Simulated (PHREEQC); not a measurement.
Alkaline etch or developer: speciation

Make-up at 25 °C: 0.0077 mol/kgw LiOH, 0.00032 mol/kgw H3BO3 and 0.027 mol/kgw K2CO3. Closed to the air; pH follows from the charge balance.

The numbers come from PHREEQC with the ion-association model, phreeqc.dat.

Each row changes one thing in this solution. No solid was allowed to form.

```json
[
 {"case": "as made", "pH": "11.78", "ionic strength (mol/kgw)": "0.0882", "HCO3- (mol/kgw)": "0.000475", "H3BO3 (mol/kgw)": "7.15e-7", "CO2 (mol/kgw)": "1.39e-9"},
 {"case": "K2CO3 from 0.027 to 0.135 mol/kgw", "pH": "11.77", "ionic strength (mol/kgw)": "0.411", "HCO3- (mol/kgw)": "0.00169", "H3BO3 (mol/kgw)": "6.30e-7", "CO2 (mol/kgw)": "4.18e-9"},
 {"case": "LiOH left out", "pH": "[?]", "ionic strength (mol/kgw)": "[?]", "HCO3- (mol/kgw)": "0.00205", "H3BO3 (mol/kgw)": "3.21e-6", "CO2 (mol/kgw)": "2.72e-8"},
 {"case": "diluted 2-fold with water", "pH": "11.53", "ionic strength (mol/kgw)": "0.0439", "HCO3- (mol/kgw)": "0.000479", "H3BO3 (mol/kgw)": "6.72e-7", "CO2 (mol/kgw)": "2.64e-9"},
 {"case": "temperature from 25 to 55 °C", "pH": "10.98", "ionic strength (mol/kgw)": "0.0869", "HCO3- (mol/kgw)": "0.00184", "H3BO3 (mol/kgw)": "2.66e-6", "CO2 (mol/kgw)": "2.85e-8"},
 {"case": "H3BO3 replaced by HBF4 at the same molality", "pH": "11.71", "ionic strength (mol/kgw)": "0.0881", "HCO3- (mol/kgw)": "0.000559", "H3BO3 (mol/kgw)": "8.43e-7", "CO2 (mol/kgw)": "1.93e-9"}
]
```

### Question
Fill in the missing entries.

### Answer

- LiOH left out, pH: 11.13
- LiOH left out, ionic strength (mol/kgw): 0.0790

Constants without temperature data keep their 25 °C values here. Real BF4- forms and hydrolyses slowly; the run takes it at equilibrium.
